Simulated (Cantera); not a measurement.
# Thermodynamics of hydrogen reduction and annealing atmospheres, feed Ta2O5 + H2

Input: 1 mol Ta2O5, a varied amount of H2, at 0.210 Torr.

Equilibrium computed with Cantera from the NASA thermochemical tables; the gas is ideal and each condensed phase is pure. Candidate condensed phases: H2O, Ta, Ta2O5; 12 gas species. Mutual solubility and eutectic melting of coexisting phases are not modelled. Condensed phases not in the tables: N, O or C dissolved in the metal. Rates play no part.

Stable condensed phases:

```
T in °C \ n(H2) in mol
         0.55 0.82  1.2  1.8  2.7  4.1  6.1    9   13   20
   1800     A    A    A    A    A    A    A    A    A    A
   1700     A    A    A    A    A    A    A    A    A    A
   1600     A    B    B    B    B    B    B    B    B    B
   1500     A    A    B    B    B    B    B    B    B    B
   1400     A    A    A    B    B    B    B    B    B    B
   1300     A    A    A    A    A    B    B    B    B    B
   1200     A    A    A    A    A    A    A    B    B    B
   1100     A    A    A    A    A    A    A    A    A    B
   1000     A    A    A    A    A    A    A    A    A    A
    900     A    A    A    A    A    A    A    A    A    A
    800     A    A    A    A    A    A    A    A    A    A
    700     A    A    A    A    A    A    A    A    A    A
    600     A    A    A    A    A    A    A    A    A    A
```

A: Ta2O5; B: Ta + Ta2O5.
